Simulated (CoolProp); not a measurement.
R21 along the isobar 74.1 bar: density (kg/m³) from the reference equation and from simpler models built on Tc = 452.7 K, pc = 52.89 bar, ω = 0.206; each cubic takes its own stable root.

The numbers come from the reference Helmholtz-energy equation of state, Platzer 1990 in CoolProp. This equation is an older, rougher fit; its heat capacities, sound speeds and derivatives of the liquid may be far off and weren't checked against measurements.

```csv
T (K),phase,reference
341.1,liquid,1283
350.5,liquid,1259
359.9,liquid,1234
369.3,liquid,1207
378.8,liquid,1179
388.2,liquid,1150
397.6,liquid,1119
407,liquid,1086
416.5,liquid,1050
425.9,liquid,1011
435.3,liquid,966.5
444.7,liquid,914.4
454.2,supercritical,848.5
463.6,supercritical,756.9
473,supercritical,611.5
```

Task: How far does each simpler model (Redlich-Kwong, Soave-Redlich-Kwong, Peng-Robinson) lie from the reference over these 15 states: mean and median of the absolute difference, and the worst?

Result: 
- Redlich-Kwong: mean 11.5 %, median 11.3 %, worst -14.9 % at 454.2 K and 74.1 bar
- Soave-Redlich-Kwong: mean 10.2 %, median 9.4 %, worst -16.1 % at 463.6 K and 74.1 bar
- Peng-Robinson: mean 4.2 %, median 4.3 %, worst -8.1 % at 463.6 K and 74.1 bar
